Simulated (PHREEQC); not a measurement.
Consider water at 50 °C with 0.0073 mol NH3, 0.00046 mol Na2SiO3 and 0.099 mol K3PO4 per kg of water. Closed to the air; pH follows from the charge balance.

Computed with PHREEQC (ion-association model, phreeqc.dat).

No solid was allowed to form.

Order these Si species by the share of Si that they hold, largest first: H4SiO4, H2SiO4-2, H3SiO4-.

H3SiO4- (78 %), H2SiO4-2 (21 %), H4SiO4 (0.44 %)

Order these P species by the share of P that they hold, largest first: HPO4-2, PO4-3, KHPO4-.

PO4-3 (71 %), HPO4-2 (26 %), KHPO4- (2.7 %)

The pH is 11.51 and the ionic strength 0.533 mol/kgw. Species that the database lacks are ignored. At this temperature some constants are extrapolated from 25 °C, and those without enthalpy data are left unchanged.
